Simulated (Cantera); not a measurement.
An isothermal, constant-pressure homogeneous reactor starts with CH4 : N2 = 1 : 13 (molar parts), at 1750 K and 37.5 Torr.

Detailed kinetics in Cantera: GRI-Mech 3.0 (53 species, 325 reactions). GRI-Mech 3.0 stops at C3 and has no aromatics, soot or wall deposition, so with more carbon than oxygen in the feed, carbon stays in small species such as C2H2 where larger ones or solid carbon would form.

x: mole fraction; the columns are a selection and need not sum to one.

```
t (s)        x CH4    x C2H2      x H2     x C2H    x C2H4       x H
--------  --------  --------  --------  --------  --------  --------
3.00e-5     0.0714    <1e-12   1.93e-6    <1e-12  1.85e-11   6.56e-7
6.63e-5     0.0714    <1e-12   5.05e-6    <1e-12  3.60e-10   6.70e-7
0.000147    0.0714  1.15e-11   1.20e-5    <1e-12   5.44e-9   6.72e-7
0.000324    0.0714  3.38e-10   2.74e-5    <1e-12   6.89e-8   6.81e-7
0.000717    0.0713   9.01e-9   6.27e-5    <1e-12   7.96e-7   7.28e-7
0.00158     0.0711   2.29e-7  0.000154  3.10e-12   8.71e-6   9.60e-7
0.00350     0.0706   5.82e-6  0.000496  1.38e-10   9.04e-5   2.13e-6
0.00775     0.0682  0.000150   0.00268   3.27e-9  0.000807   8.46e-6
0.0171      0.0559   0.00304    0.0169   5.06e-8   0.00342   3.99e-5
0.0379      0.0335    0.0155    0.0504   2.12e-7   0.00166   9.79e-5
0.0837           ?         ?         ?         ?         ?         ?
0.185      0.00665    0.0300    0.0902   4.86e-7   6.30e-5  0.000208
0.409      0.00227    0.0322    0.0965   6.21e-7   1.33e-5  0.000265
0.905     0.000756    0.0329    0.0987   7.17e-7   6.45e-6  0.000305
2.00             ?    0.0332    0.0994   7.60e-7         ?  0.000324
```

Q: What belongs in the gaps?

A: 
- 0.0837, x CH4: 0.0166
- 0.0837, x C2H2: 0.0250
- 0.0837, x H2: 0.0758
- 0.0837, x C2H: 3.49e-7
- 0.0837, x C2H4: 0.000334
- 0.0837, x H: 0.000151
- 2.00, x CH4: 0.000275
- 2.00, x C2H4: 5.62e-6
